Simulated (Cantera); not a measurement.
An isothermal plug-flow reactor at 625 K and 1.00 bar (inlet), inlet velocity 3.7 m/s, active area per volume 1000 1/m; feed H2 : O2 : N2 = 0.0021 : 0.13 : 0.79 (molar parts).

Computed with Cantera and Deutschmann's 1995 Pt surface mechanism with GRI-Mech 3.0 gas chemistry. Catalytic surfaces can have several steady states; this one follows from the mechanism file's or the stated starting coverage. Mass transfer to the wall is taken as infinitely fast.

Task: Predict: x(H2) at z = 0.0078 m; x(O2) at z = 0.0078 m; x(H2O) at z = 0.0078 m; θ(free Pt) at the exit; θ(O*) at the exit; θ(OH*) at the exit.

Result: 
- x(H2) at z = 0.0078 m: 0.000830
- x(O2) at z = 0.0078 m: 0.140
- x(H2O) at z = 0.0078 m: 0.00145
- θ(free Pt) at the exit: 0.0101
- θ(O*) at the exit: 0.988
- θ(OH*) at the exit: 0.00145
